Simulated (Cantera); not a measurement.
Cantera with NASA thermochemical tables; ideal gases at 1 bar, condensed phases pure. Values are per mole of reaction as written; species without (g) are pure solids or liquids, kept so even where they would boil at 1 bar.

4 H(g) + TiCl₄(g) = 4 HCl(g) + Ti

```tsv
T (K)	ΔH° (kJ)	ΔS° (J/K)	ΔG° (kJ)	log10 K	condensed phases
300	…	…	…	…	Ti(α)
1850	-519.8	-93.2	-347.4	9.81	Ti(β)
1900	-520.3	-93.5	-342.7	9.42	Ti(β)
1950	…	…	…	…	Ti(l)
2000	-506.3	-86.2	-333.8	8.72	Ti(l)
2050	…	…	…	…	Ti(l)
2100	…	…	…	…	Ti(l)
```

Question: Complete the blanks.

Answer: 
- 300, ΔH° (kJ): -478.1
- 300, ΔS° (J/K): -35.7
- 300, ΔG° (kJ): -467.4
- 300, log10 K: 81.38
- 1950, ΔH° (kJ): -506.2
- 1950, ΔS° (J/K): -86.2
- 1950, ΔG° (kJ): -338.1
- 1950, log10 K: 9.06
- 2050, ΔH° (kJ): -506.3
- 2050, ΔS° (J/K): -86.3
- 2050, ΔG° (kJ): -329.5
- 2050, log10 K: 8.39
- 2100, ΔH° (kJ): -506.4
- 2100, ΔS° (J/K): -86.3
- 2100, ΔG° (kJ): -325.2
- 2100, log10 K: 8.09
